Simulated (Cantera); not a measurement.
Charge: 1 mol SiC, 0.026 mol CO2, 2.5 mol H2, held at 0.150 Pa.

Cantera equilibrium calculation (NASA polynomials, part measured and part estimated; ideal gas, pure solids and liquids). Candidate condensed phases: C, C6H6, C7H8, C8H18, H2O, Si, SiC, SiO2; 123 gas species. Equilibrium is a limit: real reactors are often held back by kinetics, nucleation or transport. All values below are at 1698 K.

Base state: H2 0.862, H 0.110, CO 0.0189, Si 0.00924, SiO 0.000159, Si2C 5.51e-5, SiC2 3.46e-5, C2H2 (acetylene) 3.01e-5 (mole fractions); condensed: SiC(s).

Problem. What changes in the equilibrium state with this change: pressure from 0.150 Pa to 7.10 bar?

Solution. 
```csv
species,before,after
H2,0.862,0.985
CO,0.0189,0.0119
CH4,<1e-9,0.00286
H,0.110,5.39e-5
Si,0.00924,3.60e-9
SiO,0.000159,0.000341
H2O,<1e-9,0.000108
Si2C,5.51e-5,<1e-9
SiC2,3.46e-5,<1e-9
"SiC(s), mol",0.974,0.989
"SiO2(condensed), mol",0,0.0104
```
Mutual solubility and eutectic melting of coexisting phases are not modelled. The tables hold silica as quartz up to 1696 K and as liquid above; real silica turns to tridymite and cristobalite and melts near 1996 K.

Problem. What changes in the equilibrium state with this change: pressure from 0.150 Pa to 38.0 Pa?

Solution. 
```csv
species,before,after
H2,0.862,0.972
CO,0.0189,0.0153
H,0.110,0.00731
Si,0.00924,0.000226
SiO,0.000159,0.00496
SiC2,3.46e-5,2.20e-8
Si2C,5.51e-5,1.35e-6
C2H2 (acetylene),3.01e-5,8.82e-7
SiH,1.64e-5,6.77e-6
"SiC(s), mol",0.974,0.987
```
